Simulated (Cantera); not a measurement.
**Ignition delay**

Mixture: 6.47 % CH4, 18.5 % O2, 69.2 % N2, 5.56 % H2O, 0.233 % CO2, equivalence ratio 0.70, at 4.80 bar, adiabatic and at constant volume. Ignition delay is the time to a rise of 400 K.

Detailed kinetics in Cantera: GRI-Mech 3.0 (53 species, 325 reactions).

| T0 (K) | delay (ms) |
|---|---|
| 1300 | 2.65 |
| 1400 | 0.878 |
| 1500 | 0.317 |
| 1600 | 0.125 |
| 1700 | 0.0545 |
| 1800 | 0.0263 |
| 1900 | 0.0140 |
| 2000 | 0.00805 |
| 2100 | 0.00497 |

| Item | Result |
|---|---|
| apparent activation energy between 1900 and 2100 K | 170 kJ/mol |
